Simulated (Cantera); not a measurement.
A perfectly stirred reactor is fed with 8.33 % C3H8, 91.7 % H2, at 110 Pa; it is held at 1223 K, and followed from long to short residence time.

Model: GRI-Mech 3.0 (53 species, 325 reactions), integrated in Cantera. GRI-Mech 3.0 was tuned for natural gas; its chemistry of propane as a main component is partial and can be far from experiment. GRI-Mech 3.0 stops at C3 and has no aromatics, soot or wall deposition, so with more carbon than oxygen in the feed, carbon stays in small species such as C2H2 where larger ones or solid carbon would form. Radical loss at walls, strong at low pressure, is not modelled.

One state of this run: x C3H8 = 0.0710; x H2 = 0.906; x C2H2 = 3.63e-5; x H = 0.000114; x C2H6 = 0.000163; x CH2 = 9.07e-8. x: mole fraction; the columns are a selection and need not sum to one.

Which value of τ (s) does it belong to?
A. 0.30
B. 0.021
C. 0.16
D. 0.081

B, 0.021
